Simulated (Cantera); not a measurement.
Catalytic stagnation flow on Pt

A jet of 2.21 % H2, 10.4 % O2, 87.4 % N2, equivalence ratio 0.11 at 300 K and 39.8 Torr hits a platinum plate 2.2 cm away at a mass flux of 0.027 kg/m²/s; the plate temperature is set and raised in steps from an oxygen-covered start.

Cantera simulation using Deutschmann's 1995 Pt surface mechanism with GRI-Mech 3.0 gas chemistry; the numbers are that mechanism's predictions, not measurements. Catalytic surfaces can have several steady states; this one follows from the mechanism file's or the stated starting coverage.

```json
[
 {"plate T (K)": "600", "wall x H2": "0.00316", "wall x O2": "0.0842", "wall x H2O": "0.0361", "wall x OH": "<1e-8", "θ free Pt": "0.0617", "θ O*": "0.934", "θ OH*": "0.00460"},
 {"plate T (K)": "650", "wall x H2": "0.00314", "wall x O2": "0.0842", "wall x H2O": "0.0359", "wall x OH": "<1e-8", "θ free Pt": "0.0652", "θ O*": "0.932", "θ OH*": "0.00309"},
 {"plate T (K)": "700", "wall x H2": "0.00300", "wall x O2": "0.0841", "wall x H2O": "0.0359", "wall x OH": "<1e-8", "θ free Pt": "0.0721", "θ O*": "0.926", "θ OH*": "0.00224"},
 {"plate T (K)": "750", "wall x H2": "0.00254", "wall x O2": "0.0837", "wall x H2O": "0.0366", "wall x OH": "<1e-8", "θ free Pt": "0.0908", "θ O*": "0.907", "θ OH*": "0.00182"},
 {"plate T (K)": "800", "wall x H2": "0.00193", "wall x O2": "0.0831", "wall x H2O": "0.0375", "wall x OH": "<1e-8", "θ free Pt": "0.129", "θ O*": "0.870", "θ OH*": "0.00161"},
 {"plate T (K)": "850", "wall x H2": "0.00145", "wall x O2": "0.0827", "wall x H2O": "0.0383", "wall x OH": "1.53e-8", "θ free Pt": "0.182", "θ O*": "0.817", "θ OH*": "0.00145"}
]
```
x: mole fraction at the wall; θ: surface coverage.
